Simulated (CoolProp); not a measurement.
Properties of R365MFC along the isotherm 226.85 °C (Tc = 186.9 °C, pc = 32.66 bar, ω = 0.377).

Computed with CoolProp (reference Helmholtz-energy equation of state, Lemmon 2016).

| p (bar) | phase | cp (kJ/(kg K)) | fugacity coefficient |
|---|---|---|---|
| 1.63 | gas | … | 0.9862 |
| 3.27 | gas | 1.330 | 0.9724 |
| 4.9 | gas | 1.335 | … |
| 6.53 | gas | 1.341 | 0.9453 |
| 8.17 | gas | … | 0.9318 |
| 9.8 | gas | … | 0.9186 |
| 11.4 | gas | 1.361 | 0.9057 |
| 13.1 | gas | 1.369 | 0.8922 |
| 14.7 | gas | … | 0.8795 |
| 16.3 | gas | 1.388 | … |

Question: Complete the blanks.

Answer: 
- 1.63, cp (kJ/(kg K)): 1.325
- 4.9, fugacity coefficient: 0.9588
- 8.17, cp (kJ/(kg K)): 1.347
- 9.8, cp (kJ/(kg K)): 1.353
- 14.7, cp (kJ/(kg K)): 1.378
- 16.3, fugacity coefficient: 0.8670
